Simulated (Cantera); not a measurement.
Thermodynamics of titanium nitride, carbide and oxide coatings, feed Ti + H2O + H2 + CH4

Feed: 1 mol Ti, 2.9 mol H2O, 280 mol H2, 8.5 mol CH4, at 29000 Pa.

Equilibrium computed with Cantera from the NASA thermochemical tables; the gas is ideal and each condensed phase is pure. Candidate condensed phases: C, C6H6, C7H8, C8H18, H2O, Ti, TiC, TiO, TiO2, Ti2O3, Ti3O5, Ti4O7; 113 gas species. TiC: taken at fixed stoichiometry. Kinetics and transport are ignored.

| T (K) | x H2 | x CO | x CH4 | x H | x C2H2 (acetylene) | x H2O | x CH3 | n C(graphite) | n Ti3O5(s) | n TiC(s) |
|---|---|---|---|---|---|---|---|---|---|---|
| 1175 | 0.990 | 0.00408 | 0.00545 | 2.27e-7 | 6.31e-8 | 4.06e-5 | 2.35e-8 | 5.65 | 0.333 | 0 |
| 1250 | 0.987 | 0.00957 | 0.00311 | 8.92e-7 | 2.49e-7 | 4.12e-5 | 5.44e-8 | 3.67 | 0 | 1.00 |
| 1325 | 0.988 | 0.00958 | 0.00190 | 3.02e-6 | 8.41e-7 | 1.98e-5 | 1.15e-7 | 4.03 | 0 | 1.00 |
| 1400 | 0.989 | 0.00958 | 0.00123 | 8.98e-6 | 2.49e-6 | 1.02e-5 | 2.23e-7 | 4.23 | 0 | 1.00 |
| 1475 | 0.990 | 0.00958 | 0.000825 | 2.40e-5 | 6.60e-6 | 5.67e-6 | 4.04e-7 | 4.35 | 0 | 1.00 |
| 1550 | 0.990 | 0.00958 | 0.000578 | 5.82e-5 | 1.59e-5 | 3.33e-6 | 6.90e-7 | 4.42 | 0 | 1.00 |
| 1625 | 0.990 | 0.00958 | 0.000418 | 0.000130 | 3.52e-5 | 2.06e-6 | 1.12e-6 | 4.45 | 0 | 1.00 |
| 1700 | 0.990 | 0.00958 | 0.000311 | 0.000272 | 7.26e-5 | 1.33e-6 | 1.74e-6 | 4.46 | 0 | 1.00 |
| 1775 | 0.990 | 0.00958 | 0.000238 | 0.000535 | 0.000141 | 8.88e-7 | 2.60e-6 | 4.44 | 0 | 1.00 |
x: gas mole fraction; n: condensed amount in mol.

At 1175 K the condensed part is C(graphite) + Ti3O5(s). From 1250 K to 1775 K the condensed part is C(graphite) + TiC(s).
